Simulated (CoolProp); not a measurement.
Vapour pressure (MPa) of ethanol: the reference equation beside estimates from Tc = 241.6 °C, pc = 6.268 MPa, ω = 0.644.

Values from CoolProp's reference Helmholtz-energy equation of state, Schroeder 2014.

```tsv
T (°C)	reference	Lee-Kesler	van der Waals	Redlich-Kwong
17.65	?	0.004592	0.3814	0.06628
25.95	?	0.007708	0.4515	?
34.25	?	0.01249	?	0.1222
42.55	0.02037	0.01962	0.6176	0.1611
50.85	0.03063	0.02992	0.7143	?
59.05	0.04478	0.04422	0.8194	?
67.35	0.06439	0.06409	0.9358	0.3338
75.65	0.09074	0.09082	1.063	0.4143
```

Problem. Fill in the missing entries.

Solution. 
- 17.65, reference: 0.005097
- 25.95, reference: 0.008329
- 25.95, Redlich-Kwong: 0.09097
- 34.25, reference: 0.01321
- 34.25, van der Waals: 0.5301
- 50.85, Redlich-Kwong: 0.2087
- 59.05, Redlich-Kwong: 0.2655

Absolute difference from the reference over all 8 rows, mean and median: Lee-Kesler 3.8 and 3.0 %, van der Waals 3241.9 and 2582.0 %, Redlich-Kwong 694.7 and 636.1 %.
